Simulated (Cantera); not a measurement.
## Premixed flame

A freely propagating, adiabatic, planar premixed flame of 46.1 % H2, 10.0 % O2, 35.1 % N2, 8.76 % H2O, equivalence ratio 2.3, unburnt at 500 K and 10.0 bar; unity-Lewis-number transport, grid criteria slope 0.08 and curve 0.16, no radiation.

Computed with Cantera and the H2/O2 subset of GRI-Mech 3.0, which has no nitrogen chemistry. The hydrogen kinetics of GRI-Mech 3.0 are dated; newer H2 mechanisms differ, most at raised pressure. Unity Lewis numbers drop preferential diffusion, which matters most where H2 and H carry the flame. Burning velocities carry a grid error of a few per cent, more on coarse grids.

```tsv
z (mm)	T (K)	u (m/s)	x H2	x O2	x H2O	x O	x H2O2	x HO2
-0.0910	501	2.35	0.461	0.100	0.0877	<1e-8	2.74e-7	8.01e-7
-0.0606	504	2.36	0.461	0.0999	0.0881	<1e-8	1.90e-6	5.63e-6
-0.0455	511	2.40	0.460	0.0994	0.0891	<1e-8	5.92e-6	1.82e-5
-0.0303	555	2.60	0.456	0.0969	0.0948	3.02e-8	2.64e-5	9.31e-5
-0.0152	807	3.72	0.431	0.0818	0.129	3.63e-6	0.000105	0.000609
-0.00758	1129	5.09	0.395	0.0610	0.176	6.83e-5	0.000118	0.000826
0	1474	6.48	0.344	0.0343	0.237	0.000314	3.25e-5	0.000369
0.00758	1687	7.31	0.305	0.0147	0.281	0.000348	4.86e-6	0.000134
0.0152	1793	7.71	0.288	0.00570	0.301	0.000216	2.17e-6	4.77e-5
0.0303	1880	8.02	0.282	0.00101	0.313	7.88e-5	7.14e-7	7.82e-6
0.0606	1934	8.22	0.285	8.59e-5	0.317	2.28e-5	1.78e-7	6.60e-7
0.121	1964	8.32	0.287	6.66e-6	0.318	5.89e-6	4.67e-8	6.32e-8
0.243	1979	8.38	0.289	1.10e-6	0.319	1.49e-6	1.29e-8	1.05e-8
```
x: mole fraction of selected species; z is measured from the peak of heat release.

```
Quantity                     Result
------------------------  ---------
laminar burning velocity   235 cm/s
thermal thickness         0.0303 mm
peak x(O)                  0.000376
peak x(H2O2)               0.000127
peak x(HO2)                0.000875
grid points                     102
```
